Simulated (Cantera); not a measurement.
Input: 1 mol Si, 2.6 mol Cl2, 16 mol H2, equilibrated at 602 °C and 8.50 bar.

Method: chemical equilibrium by Gibbs-energy minimisation in Cantera with the NASA 1993 tables (ideal gas, pure condensed phases). Candidate condensed phases: Si; 19 gas species. Kinetics and transport are ignored.

Base state: H2 0.873, HCl 0.0697, SiCl4 0.0553, SiHCl3 0.00152 (mole fractions); condensed: gas only.

What changes in the equilibrium state with this change: H2 from 16 to 0.34 mol?


| species | before | after |
|---|---|---|
| SiCl4 | 0.0553 | 0.515 |
| HCl | 0.0697 | 0.351 |
| Cl2 | <1e-9 | 0.134 |
| H2 | 0.873 | <1e-9 |
| SiHCl3 | 0.00152 | <1e-9 |

What changes in the equilibrium state with this change: Si replaced by SiCl4?


| species | before | after |
|---|---|---|
| H2 | 0.873 | 0.683 |
| HCl | 0.0697 | 0.266 |
| SiCl4 | 0.0553 | 0.0507 |
| SiHCl3 | 0.00152 | 0.000286 |
